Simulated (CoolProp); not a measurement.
Vapour-liquid equilibrium of neopentane (1) + n-pentane (2) at 330.4 K; x and y are mole fractions of (1).

Model: multi-fluid Helmholtz-energy mixture model, Lemmon 2006 and Thol 2019; pair parameters Bell 2016, in CoolProp.

Question: Give the bubble pressure and the first vapour's composition at x = 0.05, 0.2, 0.65. Is there an azeotrope?

Answer: x = 0.05: 2.097 bar, y = 0.098; x = 0.2: 2.445 bar, y = 0.339; x = 0.65: 3.484 bar, y = 0.785. No azeotrope shows between x = 0.05 and 0.95.

The pair parameters rest on a limited set of measurements; away from them the model extrapolates.
